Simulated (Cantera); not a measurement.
**Adiabatic ignition**

An adiabatic, constant-volume homogeneous reactor starts with CH₄ : C₂H₆ : O₂ : N₂ : CO₂ = 1 : 0.032 : 4.31 : 16.2 : 1 (molar parts), at 1375 K and 12.0 bar.

Detailed kinetics in Cantera: GRI-Mech 3.0 (53 species, 325 reactions). The pressure lies above the range GRI-Mech 3.0 was tuned for (to about 10 atm).

| t (s) | T (K) | P (bar) | x CH₄ | x C₂H₆ | x O₂ | x H₂ | x OH | x C₂H₂ | x CH₃ |
|---|---|---|---|---|---|---|---|---|---|
| 6.00e-6 | 1375 | 12.0 | 0.0444 | 0.00142 | 0.191 | 5.15e-8 | 9.36e-9 | <1e-12 | 3.03e-6 |
| 1.47e-5 | 1375 | 12.0 | 0.0444 | 0.00142 | 0.191 | 3.28e-7 | 2.90e-8 | 1.10e-11 | 7.99e-6 |
| 3.59e-5 | 1375 | 12.0 | 0.0443 | 0.00141 | 0.191 | 3.13e-6 | 1.17e-7 | 3.31e-10 | 2.25e-5 |
| 8.77e-5 | 1377 | 12.0 | 0.0440 | 0.00141 | 0.191 | 3.69e-5 | 4.44e-7 | 1.63e-8 | 5.08e-5 |
| 0.000214 | 1414 | 12.4 | 0.0396 | 0.00142 | 0.187 | 0.000858 | 6.94e-6 | 2.31e-6 | 0.000167 |
| 0.000524 | 2515 | 22.0 | <1e-12 | <1e-12 | 0.0959 | 0.000396 | 0.00545 | <1e-12 | <1e-12 |
| 0.00128 | 2507 | 22.0 | <1e-12 | <1e-12 | 0.0942 | 0.000386 | 0.00531 | <1e-12 | <1e-12 |
| 0.00313 | 2496 | 21.9 | <1e-12 | <1e-12 | 0.0918 | 0.000371 | 0.00510 | <1e-12 | <1e-12 |
| 0.00766 | 2488 | 21.8 | <1e-12 | <1e-12 | 0.0900 | 0.000361 | 0.00495 | <1e-12 | <1e-12 |
| 0.0187 | 2486 | 21.8 | <1e-12 | <1e-12 | 0.0897 | 0.000360 | 0.00493 | <1e-12 | <1e-12 |
| 0.0458 | 2486 | 21.8 | <1e-12 | <1e-12 | 0.0897 | 0.000360 | 0.00493 | <1e-12 | <1e-12 |
| 0.112 | 2486 | 21.8 | <1e-12 | <1e-12 | 0.0897 | 0.000360 | 0.00493 | <1e-12 | <1e-12 |
| 0.274 | 2486 | 21.8 | <1e-12 | <1e-12 | 0.0897 | 0.000360 | 0.00493 | <1e-12 | <1e-12 |
| 0.669 | 2486 | 21.8 | <1e-12 | <1e-12 | 0.0897 | 0.000360 | 0.00493 | <1e-12 | <1e-12 |
| 1.64 | 2486 | 21.8 | <1e-12 | <1e-12 | 0.0897 | 0.000360 | 0.00493 | <1e-12 | <1e-12 |
| 4.00 | 2486 | 21.8 | <1e-12 | <1e-12 | 0.0897 | 0.000360 | 0.00493 | <1e-12 | <1e-12 |
x: mole fraction; the columns are a selection and need not sum to one.

```yaml
time_of_steepest_temperature_rise: 0.256 ms
temperature at 4.00 s: 2486 K
equilibrium_temperature: 2486 K
x(CH₄) at 4.00 s: <1e-12 (gas-phase equilibrium <1e-12)
x(C₂H₆) at 4.00 s: <1e-12 (gas-phase equilibrium <1e-12)
x(O₂) at 4.00 s: 0.0897 (gas-phase equilibrium 0.0897)
```
